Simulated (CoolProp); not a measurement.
Vapour-liquid equilibrium of CHF3 (R23) (1) + sulfur hexafluoride (2) at 1360 kPa; x and y are mole fractions of (1).

Values from CoolProp's multi-fluid Helmholtz-energy mixture model, Penoncello 2003 and Guder 2009; pair parameters Bell 2016.

**Question.** Give the bubble temperature and the first vapour's composition at x = 0.125, 0.425, 0.575. Is there an azeotrope?

**Answer.** x = 0.125: 264.8 K, y = 0.300; x = 0.425: 254.7 K, y = 0.579; x = 0.575: 252.7 K, y = 0.664. y crosses x between x = 0.8 and 0.875: the model has an azeotrope there.

The pair parameters rest on a limited set of measurements; away from them the model extrapolates.
